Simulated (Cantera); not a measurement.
Input (Python, Cantera) and output of one run.

```python
import numpy as np
import cantera as ct

gas_names = """
    F F2 H HF H2 H2F2 H3F3 H4F4 H5F5 H6F6 H7F7 N NF NF2 NF3 NH NH2 NH3 N2 N2H2 N2H4 Si SiF SiF2 SiF3
    SiF4 SiH SiHF3 SiH2 SiH2F2 SiH3 SiH3F SiH4 SiN Si2 Si2N Si3
""".split()
cond_names = """
    Si(cr) Si(L) Si3N4(a)
""".split()


# ... load() reads the species with a 1 bar reference pressure and builds the phases ...
atoms = {
    'Si': {'Si': 1},
    'NF3': {'N': 1, 'F': 3},
    'H2': {'H': 2},
}
top_T = {'Si3N4(a)': 2400}  # K; cautious upper limits of use, not melting points


# ... equilibrate(T, P, feed) seeds the gas with the atoms and calls Mixture.equilibrate('TP', solver="vcs", rtol=1e-11, max_steps=5000) ...
results = []
feed = {'Si': 1, 'NF3': 2.2, 'H2': 0.12}  # mol
P = 3800  # Pa
for T in [848, 948, 1048, 1148, 1248, 1348, 1448, 1548]:
    mix = equilibrate(T, P, feed)
    results.append((T, P, feed, dict(zip(mix.species_names, mix.species_moles))))

top = {s: max(r[3][s] / sum(r[3][g] for g in gas_names) for r in results) for s in gas_names}
cols = sorted((s for s in top if top[s] > 1e-06), key=lambda s: -top[s])[:9]
seen = [c for c in cond_names if any(r[3].get(c, 0) > 1e-12 for r in results)]
print("log10 of partial pressures in bar; condensed amounts in mol")
print(f"{'T/K':>10s}" + "".join(f"{s[:9]:>10s}" for s in cols + seen))
for T, P, feed, n in results:
    ng = sum(n[g] for g in gas_names)
    print(f"{T:10.4g}" + "".join(f"{np.log10(max(n[s] / ng * P / 1e5, 1e-99)):10.3f}" for s in cols)
          + "".join(f"{n.get(c, 0):10.4g}" for c in seen))
```

It prints:

```
log10 of partial pressures in bar; condensed amounts in mol
       T/K         F        N2      SiF4        F2        HF       NF3
       848    -2.764    -1.941    -1.968    -1.972    -2.587    -3.103
       948    -2.266    -1.958    -1.998    -2.045    -2.618    -4.065
      1048    -1.951    -1.995    -2.036    -2.280    -2.656    -5.115
      1148    -1.796    -2.028    -2.069    -2.687    -2.689    -6.300
      1248    -1.742    -2.044    -2.085    -3.185    -2.705    -7.518
      1348    -1.727    -2.048    -2.090    -3.670    -2.710    -8.641
      1448    -1.722    -2.050    -2.091    -4.107    -2.711    -9.633
      1548    -1.721    -2.051    -2.092    -4.493    -2.712   -10.503
```

Method: chemical equilibrium by Gibbs-energy minimisation in Cantera with the NASA 1993 tables (ideal gas, pure condensed phases).
